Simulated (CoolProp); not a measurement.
Vapour-liquid equilibrium of sulfur hexafluoride (1) + CH2F2 (R32) (2) at 287.4 K; x and y are mole fractions of (1).

Values from CoolProp's multi-fluid Helmholtz-energy mixture model, Guder 2009 and Tillner-Roth 1997; pair parameters Bell 2016.

```csv
x,bubble pressure (MPa),y at the bubble point,dew pressure at overall composition x (MPa),liquid density (mol/L)
0.05,1.575,0.198,1.323,18.32
0.15,1.982,0.373,1.485,16.56
0.25,2.194,0.451,1.681,15.02
0.35,2.309,0.499,1.920,13.69
0.45,2.375,0.537,2.190,12.56
0.55,2.410,0.578,2.390,11.64
0.65,2.410,0.625,2.395,10.96
0.75,2.360,0.686,2.268,10.48
0.85,2.236,0.770,2.091,10.18
0.95,1.999,0.900,1.908,9.975
```

y crosses x between x = 0.55 and 0.65: the model has an azeotrope there.

The pair parameters rest on a limited set of measurements; away from them the model extrapolates. With so large a gap from Raoult's law the liquid may split in two, which this calculation doesn't test in full.
